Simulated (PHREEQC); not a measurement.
NaOH is added in steps, without added water, to 1 kg of water holding 1.8 mol NaBr and 0.018 mol Na2B4O7, at 25 °C. The system is closed to CO2. Solids allowed: Borax, Boric_acid,s, NaBO2:4H2O, NaB5O8:5H2O. Others were left out.

Base run: PHREEQC, Pitzer model, pitzer.dat. Each further column changes one thing. The table gives B(OH)3 (mol/kgw).

```
NaOH added (mol)     base  NaBr from 1.8 to 1.98 mol/kgw  diluted 5-fold with water  no solid may form
----------------  -------  -----------------------------  -------------------------  -----------------
0                  0.0287                         0.0285                          ?             0.0287
0.0036             0.0255                         0.0253                    0.00363             0.0255
0.009              0.0210                         0.0208                   0.000126             0.0210
0.0144             0.0168                         0.0166                    3.38e-5             0.0168
0.018              0.0141                         0.0140                          ?             0.0141
0.0216             0.0115                         0.0114                    1.69e-5             0.0115
0.027             0.00757                        0.00751                    1.23e-5            0.00757
0.0324            0.00355                        0.00354                          ?            0.00355
0.036             0.00113                        0.00115                          ?            0.00113
```

**Question.** Some entries are withheld; supply them.

**Answer.** 
- 0, diluted 5-fold with water: 0.00716
- 0.018, diluted 5-fold with water: 2.26e-5
- 0.0324, diluted 5-fold with water: 9.68e-6
- 0.036, diluted 5-fold with water: 8.47e-6

In brines, pH and single-ion activities rest on the MacInnes convention.
